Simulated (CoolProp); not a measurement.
Saturation properties of R152A.

The numbers come from the reference Helmholtz-energy equation of state, Outcalt 1996 in CoolProp. It is a modified Benedict-Webb-Rubin equation, recast in Helmholtz form.

```csv
T (°C),p (bar),liquid density (kg/m³),liquid cp (kJ/(kg K)),liquid viscosity (µPa s),liquid conductivity (mW/(m K))
-57.45,0.1761,1078,1.555,477,142
-51.15,0.2567,1066,1.565,431,139
-44.85,0.3653,1054,1.577,392,135
-38.55,0.5085,1041,1.590,358,132
-32.25,0.6939,1028,1.604,328,128
-25.95,0.9296,1015,1.620,301,125
-19.65,1.225,1002,1.636,277,122
-13.25,1.596,988.3,1.655,256,119
-6.95,2.042,974.6,1.674,236,116
```

It boils at -24.0 °C under 1 atm.

Viscosity comes from a separate model (Bell 2016), an estimate that may be off by 10 % or more. Thermal conductivity comes from a separate model (Krauss 1996).
